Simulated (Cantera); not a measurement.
# Gas activation for diamond growth

An isothermal, constant-pressure homogeneous reactor starts with 0.694 % CH₄, 97.7 % H₂, 1.56 % O₂, equivalence ratio 32, at 2625 K and 0.0720 atm.

Cantera simulation using GRI-Mech 3.0 (53 species, 325 reactions); the numbers are that mechanism's predictions, not measurements.

```tsv
t (s)	x CH₄	x H₂	x O₂	x HO₂	x CH₃
0.000100	0.00358	0.929	0.000708	3.86e-7	0.00231
0.000215	0.00239	0.925	4.59e-7	3.33e-10	0.00176
0.000464	0.00121	0.922	1.23e-7	1.72e-10	0.000999
0.00100	0.000488	0.918	1.45e-7	1.86e-10	0.000454
0.00215	0.000211	0.912	1.69e-7	1.94e-10	0.000224
0.00464	6.03e-5	0.904	2.03e-7	2.04e-10	7.61e-5
0.0100	5.61e-7	0.888	3.08e-7	2.53e-10	8.99e-7
0.0215	6.04e-12	0.863	5.57e-7	3.53e-10	1.31e-11
0.0464	2.55e-12	0.837	8.94e-7	4.57e-10	7.05e-12
0.100	1.89e-12	0.828	1.05e-6	4.98e-10	5.67e-12
0.215	1.85e-12	0.827	1.06e-6	5.01e-10	5.59e-12
0.464	1.85e-12	0.827	1.06e-6	5.01e-10	5.59e-12
1.00	1.85e-12	0.827	1.06e-6	5.01e-10	5.59e-12
```
x: mole fraction; the columns are a selection and need not sum to one.

Equilibrium at this temperature and pressure: CH₄ 1.98e-12, H₂ 0.827, O₂ 1.06e-6, HO₂ 5.01e-10, CH₃ 5.99e-12 (gas phase only).
